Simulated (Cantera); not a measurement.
**Adiabatic ignition**

An adiabatic, constant-pressure homogeneous reactor starts with CO : H2 : CH4 : O2 : N2 : CO2 = 1 : 0.51 : 0.36 : 1.76 : 21.1 : 1.3 (molar parts), at 1525 K and 830000 Pa.

Computed with Cantera and GRI-Mech 3.0 (53 species, 325 reactions).

| t (s) | T (K) | x CO | x H2 | x CH4 | x CH2O | x H2O | x C2H6 |
|---|---|---|---|---|---|---|---|
| 2.00e-6 | 1525 | 0.0384 | 0.0196 | 0.0138 | 1.66e-8 | 1.01e-6 | 1.75e-10 |
| 5.46e-6 | 1525 | 0.0384 | 0.0196 | 0.0138 | 3.95e-7 | 1.22e-5 | 3.03e-8 |
| 1.49e-5 | 1530 | 0.0384 | 0.0191 | 0.0131 | 0.000126 | 0.000989 | 6.51e-5 |
| 4.07e-5 | 1930 | 0.0320 | 0.00234 | <1e-12 | 7.88e-10 | 0.0422 | <1e-12 |
| 0.000111 | 2142 | 0.00988 | 0.000822 | <1e-12 | 2.91e-11 | 0.0463 | <1e-12 |
| 0.000304 | 2194 | 0.00410 | 0.000343 | <1e-12 | 4.61e-12 | 0.0475 | <1e-12 |
| 0.000829 | 2210 | 0.00231 | 0.000200 | <1e-12 | 1.54e-12 | 0.0478 | <1e-12 |
| 0.00226 | 2211 | 0.00213 | 0.000187 | <1e-12 | 1.33e-12 | 0.0479 | <1e-12 |
| 0.00618 | 2211 | 0.00213 | 0.000187 | <1e-12 | 1.33e-12 | 0.0479 | <1e-12 |
| 0.0169 | 2210 | 0.00214 | 0.000187 | <1e-12 | 1.34e-12 | 0.0479 | <1e-12 |
| 0.0461 | 2209 | 0.00215 | 0.000188 | <1e-12 | 1.35e-12 | 0.0479 | <1e-12 |
| 0.126 | 2206 | 0.00216 | 0.000190 | <1e-12 | 1.37e-12 | 0.0479 | <1e-12 |
| 0.344 | 2205 | 0.00217 | 0.000191 | <1e-12 | 1.38e-12 | 0.0479 | <1e-12 |
| 0.939 | 2205 | 0.00217 | 0.000191 | <1e-12 | 1.38e-12 | 0.0479 | <1e-12 |
| 2.56 | 2205 | 0.00217 | 0.000191 | <1e-12 | 1.38e-12 | 0.0479 | <1e-12 |
| 7.00 | 2205 | 0.00217 | 0.000191 | <1e-12 | 1.38e-12 | 0.0479 | <1e-12 |
x: mole fraction; the columns are a selection and need not sum to one.

The time of steepest temperature rise comes out as 32.9 µs and the temperature at 7.00 s is 2205 K. The equilibrium temperature is 2205 K and the x(CO) at 7.00 s is 0.00217 (gas-phase equilibrium 0.00217). The x(H2) at 7.00 s is 0.000191 (gas-phase equilibrium 0.000191). The x(CH4) at 7.00 s is <1e-12 (gas-phase equilibrium <1e-12).
